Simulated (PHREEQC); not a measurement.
A column of 0.1 m (40 cells, dispersivity 0.008 m, 3600 s a shift, diffusion coefficient 3e-10 m²/s) holds 0.38 eq of the database's cation exchanger X per kg of pore water, first in equilibrium with 0.0039 mol ZnCl2, 0.029 mol LiCl, 0.005 mol KCl and 1e-05 mol HCl per kg of water. It is flushed with 0.096 mol/kgw ZnCl2, 0.0038 mol/kgw KBr and 1e-05 mol/kgw HCl, at 25 °C. Values are for the last cell. No CO2 enters from the air. No solid was allowed to form.

Base run: PHREEQC, ion-association model, phreeqc.dat. Each further column changes one thing. The table gives Zn in solution (mol/kgw).

```tsv
pore volumes	base	exchange capacity from 0.38 to 0.19 eq/kgw	dispersivity from 0.008 to 0.016 m
0	0.00390	0.00390	0.00390
0.6125	0.00796	0.00829	0.0117
1.012	0.0304	0.0399	0.0360
1.613	0.0687	0.0786	0.0676
2.212	0.0838	0.0903	0.0820
2.812	0.0892	0.0938	0.0883
3.212	0.0911	0.0948	0.0905
3.812	0.0929	0.0954	0.0925
4.412	0.0940	0.0958	0.0937
5.013	0.0947	0.0959	0.0944
5.412	0.0951	0.0959	0.0948
6.013	0.0954	0.0960	0.0951
```
